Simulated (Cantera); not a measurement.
# Pyrogenic steam for wet oxidation

A perfectly stirred reactor is fed with 49.5 % H2, 33.0 % O2, 17.5 % N2, at 13300 Pa; it is held at 1223 K, and followed from long to short residence time.

Detailed kinetics in Cantera: GRI-Mech 3.0 (53 species, 325 reactions). The temperature is held fixed by assumption; the heat of reaction is taken as removed at once.

```tsv
τ (s)	x H2	x O2	x NO	x H2O2	x O	x H2O	x HO2
6.6	0.000192	0.110	1.39e-7	6.46e-7	2.77e-5	0.657	3.94e-6
2.1	0.000413	0.110	1.06e-7	1.08e-6	6.13e-5	0.657	7.56e-6
0.69	0.000865	0.110	9.44e-8	1.70e-6	0.000133	0.656	1.32e-5
0.22	0.00183	0.110	1.17e-7	2.59e-6	0.000293	0.654	2.10e-5
0.071	0.00379	0.111	1.94e-7	3.68e-6	0.000635	0.651	2.93e-5
0.023	0.00769	0.112	3.68e-7	4.83e-6	0.00135	0.643	3.67e-5
0.0074	0.0152	0.115	7.02e-7	5.72e-6	0.00281	0.628	4.22e-5
```
x: mole fraction; the columns are a selection and need not sum to one.
